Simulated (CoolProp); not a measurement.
Vapour-liquid equilibrium of dimethyl ether (1) + ethanol (2) at 75.8 kPa; x and y are mole fractions of (1).

The numbers come from the multi-fluid Helmholtz-energy mixture model, Wu 2011 and Schroeder 2014; pair parameters Bell 2016 in CoolProp.

```
x      bubble temperature, mixture model (°C)  bubble temperature, Raoult's law (°C)  y, mixture model  y, Raoult's law
-----  --------------------------------------  -------------------------------------  ----------------  ---------------
0.05                                     35.0                                   46.4             0.823            0.691
0.125                                     8.7                                   23.0             0.965            0.919
0.2                                      -3.5                                    9.5             0.986            0.968
0.275                                   -10.6                                    0.5             0.992            0.984
0.35                                    -15.3                                   -6.0             0.995            0.991
0.425                                   -18.6                                  -11.1             0.996            0.995
0.5                                     -21.1                                  -15.2             0.997            0.997
0.575                                   -23.0                                  -18.6             0.998            0.998
0.65                                    -24.6                                  -21.5             0.998            0.999
0.725                                   -26.0                                  -24.1             0.999            0.999
0.8                                     -27.4                                  -26.3             0.999            0.999
0.875                                   -28.7                                  -28.3             0.999            1.000
0.95                                    -30.2                                  -30.1             1.000            1.000
```

The largest gap from Raoult's law is -14.3 K in bubble temperature, at x = 0.125. No azeotrope shows between x = 0.05 and 0.95.

Pair parameters are fitted to limited data, so mixtures are less certain than the pure fluids. With so large a gap from Raoult's law the liquid may split in two, which this calculation doesn't test in full.
